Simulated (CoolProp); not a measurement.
Vapour-liquid equilibrium of R125 (1) + fluoroethane (R161) (2) at -52.85 °C; x and y are mole fractions of (1).

The numbers come from the multi-fluid Helmholtz-energy mixture model, Lemmon 2005 and Wu 2012; pair parameters Bell 2016 in CoolProp.

Problem. Give the bubble pressure and the first vapour's composition at x = 0.35, 0.875, 0.95. Is there an azeotrope?

Solution. x = 0.35: 0.5936 bar, y = 0.496; x = 0.875: 0.7723 bar, y = 0.911; x = 0.95: 0.7883 bar, y = 0.962. No azeotrope shows between x = 0.05 and 0.95.

The pair parameters rest on a limited set of measurements; away from them the model extrapolates. The gap from Raoult's law changes sign with composition, which may be real or a fault of the pair parameters; it wasn't checked against measurements.
